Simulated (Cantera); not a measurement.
## Diamond growth

A diamond (100) surface in a fixed gas of H2 with x(CH4) = 0.023, x(H) = 0.048, at 1050 K, 11.3 Torr; coverages are run to steady state.

Detailed kinetics in Cantera: the Harris–Goodwin 1993 mechanism for the reconstructed diamond (100) surface.

```
x(CH3)   growth (µm/h)  θ c6HH  θ c6H*  θ c6*H  θ c6**    θ c6HM
-------  -------------  ------  ------  ------  ------  --------
1e-06          0.00952   0.552  0.0231   0.411  0.0138   8.96e-6
2.7e-06         0.0257   0.552  0.0231   0.411  0.0138   2.42e-5
7.3e-06         0.0695   0.552  0.0231   0.411  0.0138   6.54e-5
2e-05            0.190   0.552  0.0231   0.411  0.0138  0.000179
5.3e-05          0.504   0.552  0.0231   0.411  0.0138  0.000474
0.00014           1.33   0.551  0.0231   0.410  0.0138   0.00125
0.00038           3.59   0.550  0.0230   0.409  0.0137   0.00338
0.001             9.37   0.545  0.0228   0.405  0.0135   0.00882
0.0028            25.6   0.534  0.0223   0.396  0.0131    0.0241
```
θ: site fractions in the mechanism's names (c6HH fully hydrogenated, c6H* and c6*H radical sites, c6** diradical, c6HM methylated).
